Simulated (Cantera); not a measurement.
**Thermodynamics of nitride etching, feed BN + O₂**

Input: 1 mol BN, 2.8 mol O₂, at 173 Torr.

These are equilibrium values from Cantera (NASA tables, ideal gas, pure condensed phases), not measurements of a reactor. Candidate condensed phases: B, BN, B₂O₃; 17 gas species. Rates play no part.

| T (K) | x O₂ | x N₂ | x B₂O₃ | x BO₂ | x NO | x O | n B₂O₃(l) |
|---|---|---|---|---|---|---|---|
| 1475 | 0.803 | 0.196 | 5.60e-5 | 2.00e-5 | 0.00105 | 5.36e-6 | 0.500 |
| 1550 | 0.803 | 0.195 | 0.000253 | 7.26e-5 | 0.00151 | 1.46e-5 | 0.499 |
| 1625 | 0.802 | 0.195 | 0.000989 | 0.000233 | 0.00209 | 3.63e-5 | 0.497 |
| 1700 | 0.799 | 0.194 | 0.00340 | 0.000673 | 0.00281 | 8.33e-5 | 0.490 |
| 1775 | 0.792 | 0.192 | 0.0105 | 0.00177 | 0.00365 | 0.000178 | 0.471 |
| 1850 | 0.774 | 0.187 | 0.0293 | 0.00427 | 0.00459 | 0.000354 | 0.417 |
| 1925 | 0.732 | 0.177 | 0.0752 | 0.00952 | 0.00547 | 0.000656 | 0.278 |
| 2000 | 0.660 | 0.160 | 0.154 | 0.0182 | 0.00612 | 0.00113 | 0 |
| 2075 | 0.657 | 0.159 | 0.151 | 0.0242 | 0.00742 | 0.00197 | 0 |
x: gas mole fraction; n: condensed amount in mol.

From 1475 K to 1925 K the condensed part is B₂O₃(l). From 2000 K to 2075 K nothing is condensed. The main B-bearing gas is B₂O₃ throughout.
